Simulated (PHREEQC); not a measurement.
A solution holds 0.011 mol/kgw HF and 0.0026 mol/kgw H2SiF6, at 25 °C. Closed to the air; pH follows from the charge balance.

Equilibrium calculation in PHREEQC: ion-association model, phreeqc.dat.

Each row changes one thing in this solution. This is a speciation only: nothing precipitates in the calculation.

```csv
case,pH,ionic strength (mol/kgw),HF (mol/kgw),F- (mol/kgw),HF2- (mol/kgw)
as made,2.23,0.00906,0.00970,0.00121,4.51e-5
HF from 0.011 to 0.022 mol/kgw,2.17,0.0101,0.0196,0.00213,0.000160
0.021 mol/kgw HCl added,1.63,0.0292,0.0106,0.000363,1.48e-5
HF replaced by HBF4 at the same molality,1.87,0.0176,0.00651,0.000372,9.29e-6
diluted 100-fold with water,3.69,0.000205,6.10e-5,0.000205,4.79e-8
HF left out,2.37,0.00668,0.00269,0.000460,4.75e-6
temperature from 25 to 10 °C,2.21,0.00932,0.00944,0.00147,4.60e-5
H2SiF6 left out,2.62,0.00254,0.00839,0.00246,7.90e-5
diluted 10-fold with water,3.00,0.00114,0.00124,0.000854,4.06e-6
```

Some of these states are supersaturated (in Quartz (slow to form), Chalcedony (slow to form), for instance). Constants without temperature data keep their 25 °C values here. SiF6-2 is the database's only silicon fluoride.
